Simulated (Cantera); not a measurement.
A perfectly stirred reactor is fed with H2 : O2 = 0.37 : 1 (molar parts), at 0.0230 bar; it is held at 900 K, and followed from long to short residence time.

Cantera simulation using the H2/O2 subset of GRI-Mech 3.0, which has no nitrogen chemistry; the numbers are that mechanism's predictions, not measurements. Radical loss at walls, strong at low pressure, is not modelled. Below about 950 K walls govern HO2 and H2O2 in real vessels. The temperature is held fixed by assumption; the heat of reaction is taken as removed at once.

What does this change do: H2 0.37 to 0.16 parts?


```csv
quantity,before,after
x(H2) at τ = 2.00 s,0.00287,0.00150
x(O2) at τ = 2.00 s,0.688,0.852
x(HO2) at τ = 2.00 s,1.99e-5,1.08e-5
x(O) at τ = 2.00 s,0.000232,0.000250
x(H2O2) at τ = 2.00 s,1.01e-6,4.41e-7
x(H2) at τ = 52.0 ms,0.0194,0.0103
x(O2) at τ = 52.0 ms,0.688,0.850
x(HO2) at τ = 52.0 ms,3.99e-5,2.57e-5
x(O) at τ = 52.0 ms,0.00185,0.00188
x(H2O2) at τ = 52.0 ms,1.26e-6,7.75e-7
```

What does this change do: O2 1 to 0.46 parts?


```tsv
quantity	before	after
x(H2) at τ = 2.00 s	0.00287	0.00530
x(O2) at τ = 2.00 s	0.688	0.428
x(HO2) at τ = 2.00 s	1.99e-5	2.93e-5
x(O) at τ = 2.00 s	0.000232	0.000205
x(H2O2) at τ = 2.00 s	1.01e-6	1.75e-6
x(H2) at τ = 52.0 ms	0.0194	0.0344
x(O2) at τ = 52.0 ms	0.688	0.434
x(HO2) at τ = 52.0 ms	3.99e-5	4.68e-5
x(O) at τ = 52.0 ms	0.00185	0.00173
x(H2O2) at τ = 52.0 ms	1.26e-6	1.51e-6
```
